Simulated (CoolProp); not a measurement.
Vapour-liquid equilibrium of acetone (1) + n-decane (2) at 71.15 °C; x and y are mole fractions of (1).

Model: multi-fluid Helmholtz-energy mixture model, Lemmon 2006 and Lemmon 2006; pair parameters Bell 2016, in CoolProp.

```
x     bubble pressure, mixture model (MPa)  bubble pressure, Raoult's law (MPa)  y, mixture model  y, Raoult's law
----  ------------------------------------  -----------------------------------  ----------------  ---------------
0.05                               0.02008                              0.01082             0.870            0.764
0.2                                0.06918                              0.03521             0.966            0.939
0.35                                0.1021                              0.05960             0.979            0.971
0.5                                 0.1193                              0.08400             0.984            0.984
0.65                                0.1295                               0.1084             0.986            0.991
0.8                                 0.1405                               0.1328             0.990            0.996
0.95                                0.1576                               0.1572             0.997            0.999
```

The largest gap from Raoult's law is +96.5 % in bubble pressure, at x = 0.2. No azeotrope shows between x = 0.05 and 0.95.

The pair parameters rest on a limited set of measurements; away from them the model extrapolates. With so large a gap from Raoult's law the liquid may split in two, which this calculation doesn't test in full.
